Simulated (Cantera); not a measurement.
Charge: 1 mol CuO, 0.58 mol C, 0.42 mol CO, held at 1400 °C and 0.110 bar.

Method: chemical equilibrium by Gibbs-energy minimisation in Cantera with the NASA 1993 tables (ideal gas, pure condensed phases). Candidate condensed phases: C, Cu, CuO, Cu2O; 15 gas species. Equilibrium is a limit: real reactors are often held back by kinetics, nucleation or transport.

Base state: CO 0.579, CO2 0.420, Cu 0.00101 (mole fractions); condensed: Cu(l).

### Question
What changes in the equilibrium state with this change: temperature from 1400 °C to 1500 °C?

### Answer
```
species      before    after
----------  -------  -------
CO            0.579    0.578
CO2           0.420    0.418
Cu          0.00101  0.00359
Cu(l), mol    0.999    0.996
```

### Question
What changes in the equilibrium state with this change: temperature from 1400 °C to 1052 °C?

### Answer
```json
[
 {"species": "CO", "before": "0.579", "after": "0.580"},
 {"species": "CO2", "before": "0.420", "after": "0.420"},
 {"species": "Cu", "before": "0.00101", "after": "2.55e-6"},
 {"species": "Cu(l), mol", "before": "0.999", "after": "0"},
 {"species": "Cu(s), mol", "before": "0", "after": "1.000"}
]
```
